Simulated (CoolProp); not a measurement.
A Linde-Hampson liquefier for methane: isothermal reversible compression at 250 K from 1 atm to 10 MPa, throttling to 1 atm, return gas leaving the recuperator 0 K below the feed. Each further row changes one setting.

Model: reference Helmholtz-energy equation of state, Setzmann 1991, in CoolProp.

| case | liquid yield per pass | compression work (kJ/kg of gas) |
|---|---|---|
| as stated | 0.199 | 553 |
| high pressure 20 MPa | 0.326 | 613 |
| warm-end temperature 280 K | 0.134 | 636 |
| warm-end gap 5 K | 0.188 | 553 |
